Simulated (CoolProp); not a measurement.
Octamethylcyclotetrasiloxane (D4) at 436.94 K and 0.0332 MPa is throttled through a valve to 0.00332 MPa with no heat exchange. Each further row changes one setting.

Values from CoolProp's reference Helmholtz-energy equation of state, Thol 2015.

| case | temperature change (K) | final density (kg/m³) |
|---|---|---|
| as stated | -0.7 | 0.272 |
| outlet pressure 0.000996 MPa | -0.7 | 0.0815 |
| outlet pressure 0.00432 MPa | -0.6 | 0.354 |
